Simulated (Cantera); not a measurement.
A perfectly stirred reactor is fed with 8.00 % H2, 92.0 % O2, at 24.8 Torr; it is held at 1350 K, and followed from long to short residence time.

Computed with Cantera and the H2/O2 subset of GRI-Mech 3.0, which has no nitrogen chemistry. Radical loss at walls, strong at low pressure, is not modelled. The temperature is held fixed by assumption; the heat of reaction is taken as removed at once.

Question: Predict: x(H2) at τ = 2.60 s; x(O2) at τ = 2.60 s; x(H2O) at τ = 2.60 s; x(H) at τ = 2.60 s; x(H2O2) at τ = 2.60 s; x(H2) at τ = 0.160 s; x(O2) at τ = 0.160 s; x(H2O) at τ = 0.160 s; x(H) at τ = 0.160 s; x(H2O2) at τ = 0.160 s.

Answer: 
```json
{
  "x(H2) at τ = 2.60 s": "6.16e-5",
  "x(O2) at τ = 2.60 s": "0.915",
  "x(H2O) at τ = 2.60 s": "0.0827",
  "x(H) at τ = 2.60 s": "2.97e-5",
  "x(H2O2) at τ = 2.60 s": "6.09e-8",
  "x(H2) at τ = 0.160 s": "0.000352",
  "x(O2) at τ = 0.160 s": "0.910",
  "x(H2O) at τ = 0.160 s": "0.0811",
  "x(H) at τ = 0.160 s": "0.000459",
  "x(H2O2) at τ = 0.160 s": "1.43e-7"
}
```
